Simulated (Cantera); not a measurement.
Input (Python, Cantera):

```python
import numpy as np
import cantera as ct

gas = ct.Solution("gri30.yaml", transport_model="mixture-averaged")
show = ['OH', 'O', 'C2H2']

rows = []
print(f"{'T/K':>7s}{'rho':>11s}{'cp':>10s}{'mu':>11s}{'lambda':>11s}{'Pr':>7s}" + "".join(f"{'D_' + s:>11s}" for s in show))
for T in [400, 600, 800, 1000, 1200, 1400]:
    gas.TPX = T, 13332, {'C2H6': 0.81, 'N2': 0.2, 'CO2': 0.53}
    Pr = gas.cp_mass * gas.viscosity / gas.thermal_conductivity
    D = [gas.mix_diff_coeffs_mole[gas.species_index(s)] for s in show]
    rows.append([gas.density, gas.cp_mass, gas.viscosity, gas.thermal_conductivity, Pr, *D])
    print(f"{T:7g}{gas.density:11.4e}{gas.cp_mass:10.1f}{gas.viscosity:11.4e}"
          f"{gas.thermal_conductivity:11.4e}{Pr:7.3f}" + "".join(f"{d:11.4e}" for d in D))
print("SI units: kg/m3, J/kg/K, Pa s, W/m/K, m2/s")
```

Result:

```
    T/K        rho        cp         mu     lambda     Pr       D_OH        D_O     D_C2H2
    400 1.3870e-01    1511.0 1.5870e-05 3.1313e-02  0.766 3.0694e-04 3.1330e-04 1.6096e-04
    600 9.2467e-02    1942.6 2.2279e-05 5.4616e-02  0.792 6.2219e-04 6.3509e-04 3.3688e-04
    800 6.9350e-02    2270.7 2.7773e-05 7.7898e-02  0.810 1.0161e-03 1.0372e-03 5.5927e-04
   1000 5.5480e-02    2528.3 3.2659e-05 1.0016e-01  0.824 1.4804e-03 1.5111e-03 8.2249e-04
   1200 4.6234e-02    2720.1 3.7111e-05 1.2122e-01  0.833 2.0094e-03 2.0511e-03 1.1229e-03
   1400 3.9629e-02    2869.0 4.1240e-05 1.4108e-01  0.839 2.5991e-03 2.6529e-03 1.4577e-03
SI units: kg/m3, J/kg/K, Pa s, W/m/K, m2/s
```

Cantera simulation using GRI-Mech 3.0 (53 species, 325 reactions); the numbers are that mechanism's predictions, not measurements. The composition is frozen, though it would react at the higher temperatures.
